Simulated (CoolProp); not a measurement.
Vapour-liquid equilibrium of cyclohexane (1) + dimethyl carbonate (2) at 1.05 bar; x and y are mole fractions of (1).

Values from CoolProp's multi-fluid Helmholtz-energy mixture model, Zhou 2014 and Zhou 2011; pair parameters Bell 2016.

```tsv
x	bubble temperature (K)	y at the bubble point	dew temperature at overall composition x (K)	liquid density (mol/L)
0.05	359.2	0.188	363.1	10.70
0.125	354.2	0.353	361.0	10.52
0.2	351.3	0.446	358.9	10.32
0.275	349.6	0.502	356.7	10.12
0.35	348.6	0.539	354.3	9.915
0.425	348.0	0.566	352.0	9.723
0.5	347.7	0.587	349.7	9.540
0.575	347.5	0.607	347.9	9.369
0.65	347.5	0.629	347.6	9.209
0.725	347.7	0.658	348.7	9.059
0.8	348.3	0.698	350.3	8.918
0.875	349.5	0.762	352.0	8.780
0.95	352.0	0.873	353.8	8.638
```

y crosses x between x = 0.575 and 0.65: the model has an azeotrope there.

Pair parameters are fitted to limited data, so mixtures are less certain than the pure fluids.
